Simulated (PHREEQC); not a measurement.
Consider water at 35 °C with 23 mmol/kgw NaHSO4 and 0.29 mmol/kgw KOH. Closed to the air; pH follows from the charge balance.

Equilibrium calculation in PHREEQC: ion-association model, wateq4f.dat.

Each row changes one thing in this solution. This is a speciation only: nothing precipitates in the calculation.

```csv
case,pH,ionic strength (mol/kgw),K+ (mol/kgw)
as made,1.95,0.0483,0.000277
0.00067 mol/kgw NaH2PO4 added,1.96,0.0488,0.000277
temperature from 35 to 65 °C,2.06,0.0427,0.000274
NaHSO4 from 0.023 to 0.0046 mol/kgw,2.52,0.0118,0.000285
KOH from 0.00029 to 0.000145 mol/kgw,1.95,0.0482,0.000138
NaHSO4 left out,10.14,0.000290,0.000290
```

H3PO4, which wateq4f.dat lacks, is added to it with the constant of phreeqc.dat. Constants without temperature data keep their 25 °C values here.
